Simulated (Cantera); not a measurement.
Standard-state values (1 bar) from the NASA 1993 polynomials, evaluated with Cantera. Values are per mole of reaction as written; species without (g) are pure solids or liquids, kept so even where they would boil at 1 bar.

2 NF3(g) + 3 Cu ⇌ 2 N(g) + 3 CuF2

| T (K) | ΔH° (kJ) | ΔS° (J/K) | ΔG° (kJ) | log10 K |
|---|---|---|---|---|
| 1798 | ? | ? | ? | ? |
| 1848 | ? | ? | ? | ? |
| 1898 | -168.4 | 162.4 | -476.7 | 13.12 |
| 1948 | -164.8 | 164.3 | -484.9 | 13.00 |
| 1998 | ? | ? | ? | ? |
| 2048 | ? | ? | ? | ? |

**Question.** Fill in the missing entries.

**Answer.** 
- 1798, ΔH° (kJ): -175.8
- 1798, ΔS° (J/K): 158.5
- 1798, ΔG° (kJ): -460.7
- 1798, log10 K: 13.38
- 1848, ΔH° (kJ): -172.1
- 1848, ΔS° (J/K): 160.5
- 1848, ΔG° (kJ): -468.7
- 1848, log10 K: 13.25
- 1998, ΔH° (kJ): -161.2
- 1998, ΔS° (J/K): 166.2
- 1998, ΔG° (kJ): -493.2
- 1998, log10 K: 12.89
- 2048, ΔH° (kJ): -157.6
- 2048, ΔS° (J/K): 167.9
- 2048, ΔG° (kJ): -501.5
- 2048, log10 K: 12.79
